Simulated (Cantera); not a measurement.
Cantera with NASA thermochemical tables; ideal gases at 1 bar, condensed phases pure. Values are per mole of reaction as written; species without (g) are pure solids or liquids, kept so even where they would boil at 1 bar.

Question: Between 1223 and 1673 K, where is each reaction favourable under standard conditions?
- CS2(g) + 2 Ca(g) = C + 2 CaS

Answer: 
- CS2(g) + 2 Ca(g) = C + 2 CaS: ΔG° is -912 kJ at 1223 K and -736 kJ at 1673 K; it stays negative (K > 1). ΔH° is -1381 kJ and ΔS° -385 J/K at 1673 K.
